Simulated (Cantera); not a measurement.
Feed: 1 mol Si, 1 mol N₂O, 48 mol H₂, equilibrated at 4.10 Pa.

Cantera equilibrium calculation (NASA polynomials, part measured and part estimated; ideal gas, pure solids and liquids). Candidate condensed phases: H₂O, Si, SiO₂, Si₂N₂O, Si₃N₄; 35 gas species. Mutual solubility and eutectic melting of coexisting phases are not modelled. The tables hold silica as quartz up to 1696 K and as liquid above; real silica turns to tridymite and cristobalite and melts near 1996 K. Rates play no part.

### Question
At 1150 K, list the 4 most abundant gas species with their mole fractions, and the condensed phases.

### Answer
H₂ 0.986, N₂ 0.0137, SiO 2.94e-5, H 1.16e-5. Condensed: SiO₂(β-quartz) + Si₂N₂O(s).
